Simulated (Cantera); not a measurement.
## Moist CO burnout

A perfectly stirred reactor is fed with 0.354 % CO, 1.38 % O₂, 0.0255 % H₂O, 98.2 % N₂, equivalence ratio 0.13, at 5.00 bar; it is held at 1125 K, and followed from long to short residence time.

Detailed kinetics in Cantera: GRI-Mech 3.0 (53 species, 325 reactions).

```tsv
τ (s)	x CO	x O₂	x H₂O	x H₂	x NO₂	x NO	x OH
14	0.000347	0.0122	0.000256	9.43e-8	1.75e-7	1.29e-7	4.09e-8
4.2	0.000871	0.0124	0.000255	2.52e-7	8.89e-8	7.22e-8	4.20e-8
1.3	0.00174	0.0129	0.000255	4.84e-7	2.71e-8	2.50e-8	4.29e-8
0.37	0.00271	0.0133	0.000254	6.27e-7	4.16e-9	4.29e-9	4.23e-8
0.11	0.00326	0.0136	0.000255	4.69e-7	4.20e-10	4.73e-10	3.88e-8
0.032	0.00347	0.0137	0.000255	1.61e-7	2.49e-11	3.42e-11	2.93e-8
0.0095	0.00353	0.0138	0.000255	4.99e-9	<1e-12	<1e-12	6.30e-9
0.0028	0.00354	0.0138	0.000255	8.16e-12	<1e-12	<1e-12	1.04e-10
0.00083	0.00354	0.0138	0.000255	<1e-12	<1e-12	<1e-12	2.23e-11
0.00025	0.00354	0.0138	0.000255	<1e-12	<1e-12	<1e-12	5.83e-12
```
x: mole fraction; the columns are a selection and need not sum to one.
